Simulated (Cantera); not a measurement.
Input: 1 mol Si2H6, 6.1 mol O2, 46 mol N2, equilibrated at 100 Torr.

Equilibrium computed with Cantera from the NASA thermochemical tables; the gas is ideal and each condensed phase is pure. Candidate condensed phases: H2O, Si, SiO2, Si2N2O, Si3N4; 35 gas species. The feed counts by its element totals alone. The numbers say what is thermodynamically allowed, not how fast it happens.

x: gas mole fraction; n: condensed amount in mol.

```
T (°C)   x N2   x H2O    x O2     x NO      x OH  n SiO2(α-quartz)  n SiO2(β-quartz)
------  -----  ------  ------  -------  --------  ----------------  ----------------
400     0.891  0.0581  0.0504  7.81e-8  7.77e-12              2.00                 0
450     0.891  0.0581  0.0504      [?]       [?]              2.00                 0
500     0.891  0.0581  0.0504  6.46e-7  3.29e-10              2.00                 0
550     0.891  0.0581  0.0504  1.53e-6   1.52e-9              2.00                 0
600     0.891  0.0581  0.0504  3.29e-6   5.92e-9                 0              2.00
650     0.891  0.0581  0.0504      [?]       [?]                 0              2.00
700     0.891  0.0581  0.0504  1.20e-5   5.90e-8                 0              2.00
750     0.891  0.0581  0.0504  2.09e-5   1.58e-7                 0              2.00
800     0.891  0.0581  0.0504  3.44e-5   3.84e-7                 0              2.00
```

Problem. Fill in the missing entries.

Solution. 
- 450, x NO: 2.42e-7
- 450, x OH: 5.75e-11
- 650, x NO: 6.51e-6
- 650, x OH: 1.99e-8
